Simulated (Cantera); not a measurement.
# Premixed flame

A freely propagating, adiabatic, planar premixed flame of CH₄ : O₂ : N₂ : H₂O = 1 : 1.67 : 7.17 : 0.36 (molar parts), equivalence ratio 1.2, unburnt at 398 K and 750 Torr; mixture-averaged transport, grid criteria slope 0.08 and curve 0.16, no radiation.

Computed with Cantera and GRI-Mech 3.0 (53 species, 325 reactions). Burning velocities carry a grid error of a few per cent, more on coarse grids.

| z (mm) | T (K) | u (m/s) | x CH₄ | x O₂ | x H₂O | x CH₂CO | x NO | x C₂H₆ |
|---|---|---|---|---|---|---|---|---|
| -1.78 | 398 | 0.341 | 0.0978 | 0.163 | 0.0353 | <1e-8 | <1e-8 | 3.08e-8 |
| -1.19 | 402 | 0.346 | 0.0972 | 0.163 | 0.0357 | 2.97e-8 | <1e-8 | 7.83e-7 |
| -0.891 | 419 | 0.361 | 0.0958 | 0.161 | 0.0377 | 2.50e-7 | 3.66e-8 | 5.91e-6 |
| -0.594 | 532 | 0.463 | 0.0883 | 0.153 | 0.0504 | 4.41e-6 | 4.35e-7 | 8.79e-5 |
| -0.297 | 1004 | 0.888 | 0.0578 | 0.113 | 0.0994 | 5.87e-5 | 5.28e-6 | 0.000852 |
| -0.149 | 1393 | 1.24 | 0.0305 | 0.0730 | 0.139 | 0.000146 | 1.10e-5 | 0.00104 |
| 0 | 1732 | 1.55 | 0.00683 | 0.0311 | 0.174 | 0.000112 | 1.95e-5 | 0.000121 |
| 0.149 | 1866 | 1.67 | 0.000471 | 0.00967 | 0.189 | 1.09e-5 | 3.11e-5 | 6.79e-7 |
| 0.297 | 1899 | 1.70 | 1.88e-5 | 0.00371 | 0.192 | 4.41e-7 | 3.90e-5 | <1e-8 |
| 0.594 | 1926 | 1.71 | 5.46e-8 | 0.00166 | 0.192 | <1e-8 | 4.48e-5 | <1e-8 |
| 1.19 | 1956 | 1.74 | <1e-8 | 0.000959 | 0.193 | <1e-8 | 4.76e-5 | <1e-8 |
| 2.38 | 1983 | 1.76 | <1e-8 | 0.000467 | 0.195 | <1e-8 | 4.89e-5 | <1e-8 |
| 4.75 | 2002 | 1.77 | <1e-8 | 0.000169 | 0.197 | <1e-8 | 4.98e-5 | <1e-8 |
x: mole fraction of selected species; z is measured from the peak of heat release.

* **laminar burning velocity**: 34.1 cm/s
* **thermal thickness**: 0.594 mm
* **peak x(CH₂CO)**: 0.000166
* **peak x(C₂H₆)**: 0.00114
* **grid points**: 144
